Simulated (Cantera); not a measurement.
A closed system holds: 1 mol Si₃N₄, 0.13 mol CO₂, 1.4 mol N₂, held at 1948.15 K.

Method: chemical equilibrium by Gibbs-energy minimisation in Cantera with the NASA 1993 tables (ideal gas, pure condensed phases). Candidate condensed phases: C, Si, SiC, SiO₂, Si₂N₂O, Si₃N₄; 34 gas species. The tables' values for SiN are old estimates; treat these amounts as uncertain. Equilibrium is a limit: real reactors are often held back by kinetics, nucleation or transport.

### Question
At 1.00 Pa, list the 6 most abundant gas species with their mole fractions, and the condensed phases.

### Answer
N₂ 0.522, Si 0.435, SiO 0.0212, CO 0.0188, Si₂C 0.00120, Si₂ 0.000743. Condensed: gas only.
